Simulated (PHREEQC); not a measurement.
A PHREEQC input (ion-association model, phreeqc.dat):

```
SOLUTION 1
  temp 25
  units mg/L
  pH 7.13
  pe 8.9
  Na 117
  K 2.72 charge
  Ca 55.8
  Mg 17.2
  Cl 48.9
  S(6) 22.5 as SO4
  Alkalinity 451 as HCO3
  Zn 11.1
  Li 0.303
  O(0) 1.26
END
USE solution 1
EQUILIBRIUM_PHASES 1
  Gypsum 0 0
  CO2(g) -2 10
END
```

It stops with these messages:

```
WARNING: Maximum iterations exceeded, 100
WARNING: Maximum iterations exceeded, 100
WARNING: The program has failed to converge to a numerical solution.
ERROR:           Alkalinity has not converged. Total: 7.396511e-03	Calculated: 7.829825e-03	Residual: -4.333137e-04
ERROR: Is non-carbonate alkalinity greater than total alkalinity?
ERROR: Model failed to converge for initial solution  1.
```

Question: Find the cause and the fix.

Answer: The fault: charge balance asked on the minor ion K. The line should read `K 2.72` where the input has `K 2.72 charge`. With the mend the run ends at pH 7.61 and ionic strength 0.0113 mol/kgw.
